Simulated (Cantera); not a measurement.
## Adiabatic ignition

An adiabatic, constant-pressure homogeneous reactor starts with 4.42 % C₃H₈, 20.1 % O₂, 75.5 % N₂, equivalence ratio 1.1, at 1150 K and 101000 Pa.

Detailed kinetics in Cantera: GRI-Mech 3.0 (53 species, 325 reactions). GRI-Mech 3.0 was tuned for natural gas; its chemistry of propane as a main component is partial and can be far from experiment.

```tsv
t (s)	T (K)	x C₃H₈	x O₂	x NO	x O	x HO₂
3.00e-6	1150	0.0441	0.201	<1e-12	1.78e-10	5.73e-8
6.77e-6	1150	0.0441	0.201	<1e-12	2.92e-10	2.03e-7
1.53e-5	1150	0.0441	0.201	<1e-12	3.54e-10	5.86e-7
3.45e-5	1150	0.0441	0.201	<1e-12	4.42e-10	1.44e-6
7.78e-5	1150	0.0441	0.201	<1e-12	7.34e-10	3.20e-6
0.000175	1150	0.0441	0.201	<1e-12	1.76e-9	5.89e-6
0.000396	1150	0.0441	0.201	<1e-12	3.63e-9	6.13e-6
0.000893	1150	0.0439	0.201	<1e-12	3.99e-9	5.02e-6
0.00202	1150	0.0435	0.201	<1e-12	4.51e-9	5.53e-6
0.00455	1150	0.0425	0.200	<1e-12	6.00e-9	6.99e-6
0.0103	1153	0.0395	0.198	<1e-12	1.30e-8	1.25e-5
0.0231	2652	<1e-12	0.0105	0.00497	0.00300	2.56e-6
0.0522	2649	<1e-12	0.0101	0.00606	0.00292	2.49e-6
0.118	2649	<1e-12	0.0101	0.00606	0.00292	2.49e-6
0.266	2649	<1e-12	0.0101	0.00606	0.00292	2.49e-6
0.600	2649	<1e-12	0.0101	0.00606	0.00292	2.49e-6
```
x: mole fraction; the columns are a selection and need not sum to one.

The time of steepest temperature rise is 18.0 ms, the temperature at 0.600 s comes out as 2649 K and the equilibrium temperature is 2649 K. The x(C₃H₈) at 0.600 s is <1e-12 (gas-phase equilibrium <1e-12), the x(O₂) at 0.600 s is 0.0101 (gas-phase equilibrium 0.0101) and the x(NO) at 0.600 s comes out as 0.00606 (gas-phase equilibrium 0.00606).
